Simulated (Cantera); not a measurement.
## Equilibrium for silicon carbide growth: SiH4 + CH4 + H2

Feed: 1 mol SiH4, 0.34 mol CH4, 2.3 mol H2, held at 41.0 mbar.

These are equilibrium values from Cantera (NASA tables, ideal gas, pure condensed phases), not measurements of a reactor. Candidate condensed phases: C, C6H6, C7H8, C8H18, Si, SiC; 87 gas species. Mutual solubility and eutectic melting of coexisting phases are not modelled. Gases not in the tables: Si2H6 and higher silanes. Kinetics and transport are ignored.

```
T (K)   x H2     x H    x Si   x Si2C    x SiH     x Si2  n Si(l)  n SiC(s)
-----  -----  ------  ------  -------  -------  --------  -------  --------
2250   0.947  0.0357  0.0144  0.00100  0.00115  0.000255    0.570     0.334
2275   0.938  0.0406  0.0182  0.00136  0.00137  0.000335    0.546     0.332
2300   0.927  0.0460  0.0227  0.00185  0.00163  0.000439    0.516     0.329
2325   0.914  0.0519  0.0283  0.00248  0.00192  0.000571    0.478     0.325
2350   0.899  0.0584  0.0351  0.00331  0.00227  0.000738    0.432     0.319
2375   0.882  0.0654  0.0432  0.00440  0.00265  0.000949    0.374     0.312
2400   0.862  0.0730  0.0531  0.00580  0.00309   0.00121    0.301     0.302
2425   0.840  0.0810  0.0649  0.00760  0.00358   0.00155    0.211     0.288
2450   0.813  0.0895  0.0790  0.00991  0.00412   0.00196   0.0975     0.270
2475   0.789  0.0987  0.0908   0.0122  0.00448   0.00221        0     0.248
2500   0.776   0.109  0.0916   0.0131  0.00432   0.00193        0     0.226
```
x: gas mole fraction; n: condensed amount in mol.

From 2250 K to 2450 K the condensed part is Si(l) + SiC(s). From 2475 K to 2500 K the condensed part is SiC(s). The main Si-bearing gas is Si throughout. The share of Si in condensed phases is highest at 2250 K (90.4 %) and lowest at 2500 K (22.6 %).
